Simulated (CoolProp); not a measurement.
A closed Brayton cycle with carbon dioxide: compressor inlet 322.15 K and 9.8 MPa, high pressure 19 MPa, turbine inlet 720 K, compressor efficiency 0.89, turbine efficiency 0.85, recuperator effectiveness 0 (on enthalpy, no pinch check). Each further row changes one setting.

The numbers come from the reference Helmholtz-energy equation of state, Span 1996 in CoolProp.

```csv
case,thermal efficiency (%),net work (kJ/kg),compressor to turbine work,compressor exit (K),turbine exit (K)
as stated,9.8,49.2,0.32,363.2,649.3
turbine inlet 670 K,9.8,43.2,0.35,363.2,601.8
compressor inlet 332.15 K,9.4,42.8,0.41,383.5,649.3
high pressure 16.1 MPa,7.6,38.6,0.30,352.9,666.8
recuperator effectiveness 0.5,15.0,49.2,0.32,363.2,649.3
```
